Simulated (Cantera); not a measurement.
## Reactions in the system C-H-Ta

Cantera with NASA thermochemical tables; ideal gases at 1 bar, condensed phases pure. Values are per mole of reaction as written; species without (g) are pure solids or liquids, kept so even where they would boil at 1 bar. TaC: taken at fixed stoichiometry.

3 C3H8(g) + Ta = TaC + 8 CH3(g)

```json
[
 {"T (K)": "625", "ΔH° (kJ)": "1362.4", "ΔS° (J/K)": "785.1", "ΔG° (kJ)": "871.7", "log10 K": "-72.85"},
 {"T (K)": "700", "ΔH° (kJ)": "1362.9", "ΔS° (J/K)": "785.8", "ΔG° (kJ)": "812.8", "log10 K": "-60.65"},
 {"T (K)": "775", "ΔH° (kJ)": "1362.5", "ΔS° (J/K)": "785.3", "ΔG° (kJ)": "753.9", "log10 K": "-50.81"},
 {"T (K)": "850", "ΔH° (kJ)": "1361.5", "ΔS° (J/K)": "784.1", "ΔG° (kJ)": "695.0", "log10 K": "-42.71"},
 {"T (K)": "925", "ΔH° (kJ)": "1360.0", "ΔS° (J/K)": "782.4", "ΔG° (kJ)": "636.3", "log10 K": "-35.93"},
 {"T (K)": "1000", "ΔH° (kJ)": "1358.0", "ΔS° (J/K)": "780.3", "ΔG° (kJ)": "577.7", "log10 K": "-30.17"},
 {"T (K)": "1075", "ΔH° (kJ)": "1355.6", "ΔS° (J/K)": "778.1", "ΔG° (kJ)": "519.2", "log10 K": "-25.23"},
 {"T (K)": "1150", "ΔH° (kJ)": "1353.1", "ΔS° (J/K)": "775.8", "ΔG° (kJ)": "460.9", "log10 K": "-20.94"},
 {"T (K)": "1225", "ΔH° (kJ)": "1350.3", "ΔS° (J/K)": "773.4", "ΔG° (kJ)": "402.9", "log10 K": "-17.18"},
 {"T (K)": "1300", "ΔH° (kJ)": "1347.3", "ΔS° (J/K)": "771.1", "ΔG° (kJ)": "344.9", "log10 K": "-13.86"},
 {"T (K)": "1375", "ΔH° (kJ)": "1344.2", "ΔS° (J/K)": "768.8", "ΔG° (kJ)": "287.2", "log10 K": "-10.91"}
]
```
